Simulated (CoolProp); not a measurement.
Vapour-liquid equilibrium of isobutane (1) + isobutene (2) at 206.6 K; x and y are mole fractions of (1).

Model: multi-fluid Helmholtz-energy mixture model, Bücker 2006 and Lemmon 2005; pair parameters Bell 2016, in CoolProp.

Task: Give the bubble pressure and the first vapour's composition at x = 0.05, 0.25, 0.55. Is there an azeotrope?

Result: x = 0.05: 0.004539 MPa, y = 0.074; x = 0.25: 0.004948 MPa, y = 0.324; x = 0.55: 0.005453 MPa, y = 0.622. No azeotrope shows between x = 0.05 and 0.95.

The pair parameters rest on a limited set of measurements; away from them the model extrapolates.
